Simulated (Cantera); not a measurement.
An isothermal, constant-pressure homogeneous reactor starts with CH₄ : H₂O = 1 : 2.5 (molar parts), at 1400 K and 100.0 Torr. Integrator tolerance rtol = 1e-08.

Computed with Cantera and GRI-Mech 3.0 (53 species, 325 reactions).

Task: What does this change do: temperature 1400 to 1425 K?

Result: 
```json
[
 {"quantity": "x(CH₄) at 5.00 s", "before": "0.193 (gas-phase equilibrium 3.32e-8)", "after": "0.150 (gas-phase equilibrium 2.36e-8)"},
 {"quantity": "x(H₂O) at 5.00 s", "before": "0.659 (gas-phase equilibrium 0.243)", "after": "0.630 (gas-phase equilibrium 0.244)"},
 {"quantity": "x(H) at 5.00 s", "before": "2.16e-6 (gas-phase equilibrium 1.02e-5)", "after": "4.49e-6 (gas-phase equilibrium 1.43e-5)"},
 {"quantity": "x(HO₂) at 5.00 s", "before": "<1e-12 (gas-phase equilibrium <1e-12)", "after": "<1e-12 (gas-phase equilibrium <1e-12)"},
 {"quantity": "x(O₂) at 5.00 s", "before": "5.14e-12 (gas-phase equilibrium <1e-12)", "after": "5.38e-12 (gas-phase equilibrium <1e-12)"}
]
```

Task: What does this change do: temperature 1400 to 1625 K?

Result: 
| quantity | before | after |
|---|---|---|
| x(CH₄) at 5.00 s | 0.193 (gas-phase equilibrium 3.32e-8) | 0.0132 (gas-phase equilibrium 2.23e-9) |
| x(H₂O) at 5.00 s | 0.659 (gas-phase equilibrium 0.243) | 0.316 (gas-phase equilibrium 0.250) |
| x(H) at 5.00 s | 2.16e-6 (gas-phase equilibrium 1.02e-5) | 0.000139 (gas-phase equilibrium 0.000147) |
| x(HO₂) at 5.00 s | <1e-12 (gas-phase equilibrium <1e-12) | <1e-12 (gas-phase equilibrium <1e-12) |
| x(O₂) at 5.00 s | 5.14e-12 (gas-phase equilibrium <1e-12) | 1.66e-10 (gas-phase equilibrium 1.16e-10) |
